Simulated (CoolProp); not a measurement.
Vapour-liquid equilibrium of dimethyl ether (1) + isobutane (2) at 0.985 MPa; x and y are mole fractions of (1).

Values from CoolProp's multi-fluid Helmholtz-energy mixture model, Wu 2011 and Bücker 2006; pair parameters Bell 2016.

```csv
x,bubble temperature (K),y at the bubble point,dew temperature at overall composition x (K),liquid density (mol/L)
0.05,335.9,0.093,337.2,8.701
0.2,…,0.313,…,9.301
0.35,325.0,0.474,328.4,9.933
0.5,321.8,…,324.3,10.62
0.65,319.6,0.716,320.8,11.40
0.8,318.0,0.829,318.4,12.28
0.95,317.2,0.953,317.2,13.29
```

Problem. What belongs in the gaps?

Solution. 
- 0.2, bubble temperature (K): 329.5
- 0.2, dew temperature at overall composition x (K): 332.8
- 0.5, y at the bubble point: 0.603

No azeotrope shows between x = 0.05 and 0.95.

Pair parameters are fitted to limited data, so mixtures are less certain than the pure fluids.
